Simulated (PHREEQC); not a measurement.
Consider water at 25 °C with 80 mmol/kgw H2SO4 and 0.22 mmol/kgw MnSO4. It is in equilibrium with CO2 at log p = -3.5 (atm). Otherwise closed; pH follows from the charge balance.

The numbers come from PHREEQC with the ion-association model, phreeqc.dat.

Problem. The ionic strength comes out as 0.115 mol/kgw. What activity coefficients do HSO4-, H+, Mn+2, SO4-2 get?

Solution. HSO4- 0.77, H+ 0.82, Mn+2 0.38, SO4-2 0.36.

Precipitation was switched off in this run.
